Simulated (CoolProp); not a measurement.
Model: reference Helmholtz-energy equation of state, Thol 2015, in CoolProp.

For octamethylcyclotetrasiloxane (D4), give the phase and the Joule-Thomson coefficient (K/MPa) at 346.85 °C and 4.04 kPa; 346.85 °C and 52.2 kPa; 346.85 °C and 187 kPa.


- 346.85 °C and 4.04 kPa: gas; Joule-Thomson coefficient 7.02
- 346.85 °C and 52.2 kPa: gas; Joule-Thomson coefficient 7.13
- 346.85 °C and 187 kPa: gas; Joule-Thomson coefficient 7.47
